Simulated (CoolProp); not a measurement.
The numbers come from the reference Helmholtz-energy equation of state, Tillner-Roth 1994 in CoolProp.

### Question
Give the vapour pressure (bar), liquid density (kg/m³), enthalpy of vaporisation (kJ/kg), surface tension (mN/m) of saturated R134a at 34.65 °C.

### Answer
```json
[
 {"T (°C)": "34.65", "p (bar)": "8.78", "liquid density (kg/m³)": "1170", "enthalpy of vaporisation (kJ/kg)": "169", "surface tension (mN/m)": "6.79"}
]
```

Surface tension comes from a separate correlation (Mulero 2012).
